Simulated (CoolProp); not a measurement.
Vapour-liquid equilibrium of n-butane (1) + R245fa (2) at 4.7 bar; x and y are mole fractions of (1).

The numbers come from the multi-fluid Helmholtz-energy mixture model, Bücker 2006 and Akasaka 2015; pair parameters Bell 2016 in CoolProp.

Give the bubble temperature and the first vapour's composition at x = 0.425, 0.5, 0.65. Is there an azeotrope?

x = 0.425: 40.0 °C, y = 0.581; x = 0.5: 39.6 °C, y = 0.602; x = 0.65: 39.3 °C, y = 0.641. y crosses x between x = 0.575 and 0.65: the model has an azeotrope there.

The pair parameters rest on a limited set of measurements; away from them the model extrapolates. With so large a gap from Raoult's law the liquid may split in two, which this calculation doesn't test in full.
